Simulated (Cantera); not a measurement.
N2O furnace oxynitridation

An isothermal, constant-pressure homogeneous reactor starts with N₂O : H₂O = 1 : 0.018 (molar parts), at 1500 K and 120 Torr.

Cantera simulation using GRI-Mech 3.0 (53 species, 325 reactions); the numbers are that mechanism's predictions, not measurements. GRI-Mech 3.0 was tuned for natural gas; its chemistry of N2O as a main component is partial and can be far from experiment. The temperature is held fixed by assumption; the heat of reaction is taken as removed at once.

```
t (s)       x N₂O   x H₂O      x H₂      x O     x NO₂     x HO₂
--------  -------  ------  --------  -------  --------  --------
1.00e-6     0.982  0.0177    <1e-12  4.69e-6    <1e-12  7.77e-12
4.91e-6     0.982  0.0177    <1e-12  2.04e-5    <1e-12  8.61e-10
2.41e-5     0.982  0.0177  9.36e-11  5.91e-5  1.08e-10   7.58e-8
0.000118    0.981  0.0177   1.75e-8  7.44e-5   7.11e-8   3.14e-6
0.000581    0.974  0.0176   4.55e-7  7.32e-5   1.63e-5   1.93e-5
0.00285     0.942  0.0174   9.66e-7  7.19e-5  0.000235   1.25e-5
0.0140      0.804  0.0165   6.10e-7  6.89e-5  0.000611   4.82e-6
0.0688      0.406  0.0142   6.59e-7  6.45e-5  0.000452   9.45e-7
0.338      0.0322  0.0120   6.95e-7  3.89e-5  0.000195   1.04e-7
1.66      2.31e-5  0.0118   1.11e-7  5.28e-6  0.000320   4.99e-8
8.15      5.09e-6  0.0118   1.11e-7  5.24e-6  0.000320   4.99e-8
40.0      4.93e-6  0.0118   1.10e-7  5.25e-6  0.000316   5.00e-8
```
x: mole fraction; the columns are a selection and need not sum to one.

Equilibrium at this temperature and pressure: N₂O 3.15e-8, H₂O 0.0118, H₂ 9.83e-8, O 5.85e-6, NO₂ 3.76e-6, HO₂ 5.91e-8 (gas phase only).
